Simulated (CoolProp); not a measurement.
The fluid at 435.23 K and 19.3 MPa is throttled through a valve to 1.29 MPa with no heat exchange. The same conditions are run with several fluids, on thermodynamics alone (safety and materials aside).

Model: reference Helmholtz-energy equation of state of each fluid (dodecamethylpentasiloxane (MD3M): Thol 2019; dodecamethylcyclohexasiloxane (D6): Colonna 2008; the fluoroketone C6F12O (FK-5-1-12): McLinden 2015; benzene: Thol 2012; water: Wagner 2002), in CoolProp.

```
fluid                                temperature change (K)  final phase  final density (kg/m³)
-----------------------------------  ----------------------  -----------  ---------------------
dodecamethylpentasiloxane (MD3M)                       +5.9       liquid                    ___
dodecamethylcyclohexasiloxane (D6)                     +5.7       liquid                    ___
the fluoroketone C6F12O (FK-5-1-12)                   -13.1          ___                    ___
benzene                                                +3.3       liquid                    710
water                                                  +2.4       liquid                    903
```

Fill in the missing entries.


- dodecamethylpentasiloxane (MD3M), final density (kg/m³): 731
- dodecamethylcyclohexasiloxane (D6), final density (kg/m³): 813
- the fluoroketone C6F12O (FK-5-1-12), final phase: two-phase, vapour fraction 0.262
- the fluoroketone C6F12O (FK-5-1-12), final density (kg/m³): 498
